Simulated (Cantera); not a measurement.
A perfectly stirred reactor is fed with C2H4 : H2 = 1 : 7.7 (molar parts), at 0.0620 bar; it is held at 2023 K, and followed from long to short residence time.

Model: GRI-Mech 3.0 (53 species, 325 reactions), integrated in Cantera. GRI-Mech 3.0 was tuned for natural gas; its chemistry of ethylene as a main component is partial and can be far from experiment. GRI-Mech 3.0 stops at C3 and has no aromatics, soot or wall deposition, so with more carbon than oxygen in the feed, carbon stays in small species such as C2H2 where larger ones or solid carbon would form.

x: mole fraction; the columns are a selection and need not sum to one.

```json
[
 {"τ (s)": "0.30", "x C2H4": "5.92e-5", "x H2": "0.891", "x C2H": "1.38e-5", "x CH2": "2.38e-7", "x C2H2": "0.103", "x C2H6": "8.07e-10", "x H": "0.00594"},
 {"τ (s)": "0.19", "x C2H4": "___", "x H2": "0.892", "x C2H": "___", "x CH2": "___", "x C2H2": "0.103", "x C2H6": "8.26e-10", "x H": "___"},
 {"τ (s)": "0.12", "x C2H4": "0.000115", "x H2": "0.893", "x C2H": "1.05e-5", "x CH2": "1.21e-7", "x C2H2": "0.103", "x C2H6": "9.41e-10", "x H": "0.00451"},
 {"τ (s)": "0.074", "x C2H4": "0.000196", "x H2": "0.893", "x C2H": "8.24e-6", "x CH2": "6.94e-8", "x C2H2": "0.103", "x C2H6": "1.31e-9", "x H": "0.00355"},
 {"τ (s)": "0.047", "x C2H4": "0.000355", "x H2": "0.894", "x C2H": "6.22e-6", "x CH2": "4.04e-8", "x C2H2": "0.103", "x C2H6": "2.09e-9", "x H": "0.00269"},
 {"τ (s)": "0.029", "x C2H4": "___", "x H2": "0.895", "x C2H": "___", "x CH2": "___", "x C2H2": "0.102", "x C2H6": "___", "x H": "___"},
 {"τ (s)": "0.018", "x C2H4": "0.00138", "x H2": "0.895", "x C2H": "3.20e-6", "x CH2": "2.41e-8", "x C2H2": "0.102", "x C2H6": "6.11e-9", "x H": "0.00139"},
 {"τ (s)": "0.011", "x C2H4": "0.00268", "x H2": "0.896", "x C2H": "2.30e-6", "x CH2": "2.80e-8", "x C2H2": "0.101", "x C2H6": "1.00e-8", "x H": "0.00102"},
 {"τ (s)": "0.0071", "x C2H4": "0.00467", "x H2": "0.896", "x C2H": "1.76e-6", "x CH2": "3.55e-8", "x C2H2": "0.0988", "x C2H6": "1.51e-8", "x H": "0.000789"},
 {"τ (s)": "0.0045", "x C2H4": "0.00798", "x H2": "0.895", "x C2H": "1.36e-6", "x CH2": "4.70e-8", "x C2H2": "0.0959", "x C2H6": "2.24e-8", "x H": "0.000628"}
]
```

### Question
What belongs in the gaps?

### Answer

- 0.19, x C2H4: 7.83e-5
- 0.19, x C2H: 1.23e-5
- 0.19, x CH2: 1.81e-7
- 0.19, x H: 0.00532
- 0.029, x C2H4: 0.000700
- 0.029, x C2H: 4.46e-6
- 0.029, x CH2: 2.67e-8
- 0.029, x C2H6: 3.62e-9
- 0.029, x H: 0.00193
